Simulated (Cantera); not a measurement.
Equilibrium for thermal oxidation and active oxidation of silicon: Si + CO₂ + H₂

Feed: 1 mol Si, 0.43 mol CO₂, a varied amount of H₂, held at 1975 °C and 0.230 bar.

Cantera equilibrium calculation (NASA polynomials, part measured and part estimated; ideal gas, pure solids and liquids). Candidate condensed phases: C, C₆H₆, C₇H₈, C₈H₁₈, H₂O, Si, SiC, SiO₂; 123 gas species. Gases not in the tables: Si₂H₆ and higher silanes. Equilibrium is a limit: real reactors are often held back by kinetics, nucleation or transport.

At 73 mol H₂ the condensed part is Si(l). From 140 mol H₂ to 830 mol H₂ nothing is condensed. The main Si-bearing gas is SiO throughout.

| n(H₂) (mol) | log p H₂ | log p H | log p SiO | log p CO | n Si(l) |
|---|---|---|---|---|---|
| 73 | -0.65 | -2.46 | -2.86 | -2.90 | 0.266 |
| 140 | -0.65 | -2.46 | -3.13 | -3.19 | 0 |
| 200 | -0.65 | -2.46 | -3.29 | -3.34 | 0 |
| 260 | -0.65 | -2.46 | -3.41 | -3.44 | 0 |
| 320 | -0.65 | -2.46 | -3.50 | -3.53 | 0 |
| 390 | -0.65 | -2.46 | -3.59 | -3.61 | 0 |
| 450 | -0.65 | -2.46 | -3.65 | -3.67 | 0 |
| 510 | -0.65 | -2.46 | -3.71 | -3.73 | 0 |
| 580 | -0.65 | -2.46 | -3.76 | -3.78 | 0 |
| 640 | -0.65 | -2.46 | -3.81 | -3.82 | 0 |
| 700 | -0.65 | -2.46 | -3.85 | -3.86 | 0 |
| 770 | -0.65 | -2.46 | -3.89 | -3.90 | 0 |
| 830 | -0.65 | -2.46 | -3.92 | -3.93 | 0 |
log p: log10 of the partial pressure in bar; n: condensed amount in mol.
